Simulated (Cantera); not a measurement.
An isothermal, constant-pressure homogeneous reactor starts with H₂ : O₂ = 0.09 : 1 (molar parts), equivalence ratio 0.045, at 1325 K and 0.0267 bar. Integrator tolerance rtol = 1e-08.

Computed with Cantera and the H2/O2 subset of GRI-Mech 3.0, which has no nitrogen chemistry. Radical loss at walls, strong at low pressure, is not modelled. The temperature is held fixed by assumption; the heat of reaction is taken as removed at once.

What does this change do: temperature 1325 to 1400 K?


```
quantity                                             before                                      after
-----------------  ----------------------------------------  -----------------------------------------
x(H₂) at 2.00 s     3.32e-7 (gas-phase equilibrium 7.45e-8)    5.65e-7 (gas-phase equilibrium 2.51e-7)
x(O₂) at 2.00 s         0.914 (gas-phase equilibrium 0.914)        0.914 (gas-phase equilibrium 0.914)
x(HO₂) at 2.00 s    4.13e-8 (gas-phase equilibrium 5.34e-8)    8.21e-8 (gas-phase equilibrium 1.02e-7)
x(H) at 2.00 s      2.56e-8 (gas-phase equilibrium 2.75e-9)    5.06e-8 (gas-phase equilibrium 1.50e-8)
x(OH) at 2.00 s     9.78e-5 (gas-phase equilibrium 4.64e-5)  0.000154 (gas-phase equilibrium 0.000102)
x(H₂O₂) at 2.00 s  2.66e-9 (gas-phase equilibrium 8.89e-10)    2.40e-9 (gas-phase equilibrium 1.50e-9)
```
